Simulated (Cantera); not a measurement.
A Cantera script and what it prints.

```python
import numpy as np
import cantera as ct

gas_names = """
    H HO2 H2 H2O H2O2 H2S H2SO4 Mg MgH MgO MgOH MgO2H2 MgS Mg2 O OH O2 O3 S SH SO SO2 SO3 S2 S2O S8
""".split()
cond_names = """
    H2O(s) H2O(L) H2SO4(L) Mg(cr) Mg(L) MgO(s) MgO(L) MgO2H2(s) MgS(s) MgSO4(s) MgSO4(L) S(cr1) S(cr2)
    S(L)
""".split()


# ... load() reads the species with a 1 bar reference pressure and builds the phases ...
atoms = {
    'MgO': {'Mg': 1, 'O': 1},
    'SO3': {'S': 1, 'O': 3},
    'H2O': {'H': 2, 'O': 1},
}
top_T = {'MgS(s)': 2250}  # K; cautious upper limits of use, not melting points


# ... equilibrate(T, P, feed) seeds the gas with the atoms and calls Mixture.equilibrate('TP', solver="vcs", rtol=1e-11, max_steps=5000) ...
results = []
feed = {'MgO': 1, 'SO3': 0.13, 'H2O': 0.98}  # mol
T = 1598.15  # K
P = 48000  # Pa
mix = equilibrate(T, P, feed)
results.append((T, P, feed, dict(zip(mix.species_names, mix.species_moles))))
x = sorted(zip(gas.X, gas.species_names), reverse=True)
print(f"T = {T:g} K  P = {P:g} Pa  gas = {mix.phase_moles(0):.4g} mol")
print("   x: " + "  ".join(f"{s} {v:.3e}" for v, s in x if v > 0.001))
print("   condensed (mol): " + ("  ".join(f"{mix.phase(i).name} {mix.phase_moles(i):.4g}"
      for i in range(1, mix.n_phases) if mix.phase_moles(i) > 1e-12) or "none"))
```

Result:

```
T = 1598.15 K  P = 48000 Pa  gas = 1.175 mol
   x: H2O 8.339e-01  SO2 1.102e-01  O2 5.502e-02
   condensed (mol): MgO(s) 1
```

Equilibrium computed with Cantera from the NASA thermochemical tables; the gas is ideal and each condensed phase is pure.
